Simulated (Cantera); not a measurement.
Input: 1 mol MgO, 1.5 mol HF, 0.2 mol H₂, equilibrated at 94.0 Pa.

These are equilibrium values from Cantera (NASA tables, ideal gas, pure condensed phases), not measurements of a reactor. Candidate condensed phases: H₂O, Mg, MgF₂, MgO, Mg(OH)₂; 31 gas species. Mutual solubility and eutectic melting of coexisting phases are not modelled. Rates play no part.

Question: At 977 °C, list the 4 most abundant gas species with their mole fractions, and the condensed phases.

Answer: HF 0.680, H₂O 0.181, H₂ 0.139, MgF₂ 0.000146. Condensed: MgF₂(s) + MgO(s).
